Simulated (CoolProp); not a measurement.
Saturated liquid density (kg/m³) of carbon monoxide: the reference equation beside estimates from Tc = 132.9 K, pc = 34.98 bar, ω = 0.050. Rackett uses Z = 0.29056 − 0.08775 ω.

Model: reference Helmholtz-energy equation of state, Lemmon 2006, in CoolProp. It is a short technical equation, of lower accuracy than the large ones.

```json
[
 {"T (K)": "83.7", "reference": "784.1", "Rackett": "?", "Redlich-Kwong": "785.1", "Soave-Redlich-Kwong": "781.3"},
 {"T (K)": "89.5", "reference": "757.7", "Rackett": "768.8", "Redlich-Kwong": "?", "Soave-Redlich-Kwong": "?"},
 {"T (K)": "95.3", "reference": "729.6", "Rackett": "741.3", "Redlich-Kwong": "?", "Soave-Redlich-Kwong": "719.3"},
 {"T (K)": "101.1", "reference": "699.5", "Rackett": "711.6", "Redlich-Kwong": "682.9", "Soave-Redlich-Kwong": "683.3"},
 {"T (K)": "106.9", "reference": "?", "Rackett": "679.3", "Redlich-Kwong": "641.4", "Soave-Redlich-Kwong": "643.0"},
 {"T (K)": "112.7", "reference": "629.7", "Rackett": "643.1", "Redlich-Kwong": "594.5", "Soave-Redlich-Kwong": "597.0"},
 {"T (K)": "118.4", "reference": "587.8", "Rackett": "602.0", "Redlich-Kwong": "541.1", "Soave-Redlich-Kwong": "544.2"},
 {"T (K)": "124.2", "reference": "535.1", "Rackett": "549.9", "Redlich-Kwong": "474.9", "Soave-Redlich-Kwong": "478.0"},
 {"T (K)": "130", "reference": "?", "Rackett": "?", "Redlich-Kwong": "381.8", "Soave-Redlich-Kwong": "383.9"}
]
```

Problem. Fill in the missing entries.

Solution. 
- 83.7, Rackett: 794.8
- 89.5, Redlich-Kwong: 754.1
- 89.5, Soave-Redlich-Kwong: 751.8
- 95.3, Redlich-Kwong: 720.2
- 106.9, reference: 666.5
- 130, reference: 456.2
- 130, Rackett: 470.7

Absolute difference from the reference over all 9 rows, mean and median: Rackett 2.1 and 1.9 %, Redlich-Kwong 5.5 and 3.8 %, Soave-Redlich-Kwong 5.3 and 3.5 %.
